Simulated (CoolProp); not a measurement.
Carbon dioxide at 305.91 K and 1.01 MPa is throttled through a valve to 0.18 MPa with no heat exchange. Each further row changes one setting.

Model: reference Helmholtz-energy equation of state, Span 1996, in CoolProp.

```csv
case,temperature change (K),final density (kg/m³)
as stated,-8.8,3.24
outlet pressure 0.054 MPa,-10.2,0.969
outlet pressure 0.234 MPa,-8.2,4.21
```
